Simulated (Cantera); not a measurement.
A closed system holds: 1 mol AlN, 1.4 mol NF3, 1.7 mol N2, equilibrated at 750 Torr.

These are equilibrium values from Cantera (NASA tables, ideal gas, pure condensed phases), not measurements of a reactor. Candidate condensed phases: Al, AlF3, AlN; 14 gas species. Kinetics and transport are ignored.

### Question
At 1450 K, list the 5 most abundant gas species with their mole fractions, and the condensed phases.

### Answer
N2 0.582, F 0.220, AlF3 0.175, Al2F6 0.0127, F2 0.0103. Condensed: gas only.
